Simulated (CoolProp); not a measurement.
Vapour-liquid equilibrium of nitrogen (1) + oxygen (2) at 0.887 MPa; x and y are mole fractions of (1).

Model: multi-fluid Helmholtz-energy mixture model, Span 2000 and Schmidt 1985; pair parameters Gernert 2013, in CoolProp.

```json
[
 {"x": "0.05", "bubble temperature (K)": "116.3", "y at the bubble point": "0.109", "dew temperature at overall composition x (K)": "117.0", "liquid density (mol/L)": "30.63"},
 {"x": "0.2", "bubble temperature (K)": "113.0", "y at the bubble point": "0.366", "dew temperature at overall composition x (K)": "115.2", "liquid density (mol/L)": "29.70"},
 {"x": "0.35", "bubble temperature (K)": "110.3", "y at the bubble point": "0.550", "dew temperature at overall composition x (K)": "113.2", "liquid density (mol/L)": "28.70"},
 {"x": "0.5", "bubble temperature (K)": "108.0", "y at the bubble point": "0.690", "dew temperature at overall composition x (K)": "111.0", "liquid density (mol/L)": "27.67"},
 {"x": "0.65", "bubble temperature (K)": "106.0", "y at the bubble point": "0.803", "dew temperature at overall composition x (K)": "108.7", "liquid density (mol/L)": "26.62"},
 {"x": "0.8", "bubble temperature (K)": "104.1", "y at the bubble point": "0.897", "dew temperature at overall composition x (K)": "106.0", "liquid density (mol/L)": "25.58"},
 {"x": "0.95", "bubble temperature (K)": "102.5", "y at the bubble point": "0.976", "dew temperature at overall composition x (K)": "103.0", "liquid density (mol/L)": "24.54"}
]
```

No azeotrope shows between x = 0.05 and 0.95.

The pair parameters rest on a limited set of measurements; away from them the model extrapolates. The gap from Raoult's law changes sign with composition, which may be real or a fault of the pair parameters; it wasn't checked against measurements.
